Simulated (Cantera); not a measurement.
# Moist CO burnout

A perfectly stirred reactor is fed with CO : O2 : H2O : N2 = 0.0098 : 0.015 : 0.00047 : 1 (molar parts), equivalence ratio 0.33, at 0.800 bar; it is held at 923 K, and followed from long to short residence time.

Model: GRI-Mech 3.0 (53 species, 325 reactions), integrated in Cantera.

```json
[
 {"τ (s)": "11", "x CO": "0.00904", "x O2": "0.0144", "x H2O": "0.000457", "x N2O": "2.47e-8", "x NO2": "1.86e-11", "x H2O2": "8.64e-8", "x O": "4.85e-8"},
 {"τ (s)": "1.7", "x CO": "0.00951", "x O2": "0.0146", "x H2O": "0.000458", "x N2O": "2.52e-9", "x NO2": "<1e-12", "x H2O2": "3.09e-8", "x O": "3.12e-8"},
 {"τ (s)": "0.26", "x CO": "0.00956", "x O2": "0.0146", "x H2O": "0.000458", "x N2O": "3.99e-12", "x NO2": "<1e-12", "x H2O2": "<1e-12", "x O": "3.23e-10"},
 {"τ (s)": "0.041", "x CO": "0.00956", "x O2": "0.0146", "x H2O": "0.000458", "x N2O": "<1e-12", "x NO2": "<1e-12", "x H2O2": "<1e-12", "x O": "1.45e-10"},
 {"τ (s)": "0.0063", "x CO": "0.00956", "x O2": "0.0146", "x H2O": "0.000458", "x N2O": "<1e-12", "x NO2": "<1e-12", "x H2O2": "<1e-12", "x O": "6.68e-11"},
 {"τ (s)": "0.00096", "x CO": "0.00956", "x O2": "0.0146", "x H2O": "0.000458", "x N2O": "<1e-12", "x NO2": "<1e-12", "x H2O2": "<1e-12", "x O": "1.53e-11"},
 {"τ (s)": "0.00015", "x CO": "0.00956", "x O2": "0.0146", "x H2O": "0.000458", "x N2O": "<1e-12", "x NO2": "<1e-12", "x H2O2": "<1e-12", "x O": "2.59e-12"}
]
```
x: mole fraction; the columns are a selection and need not sum to one.
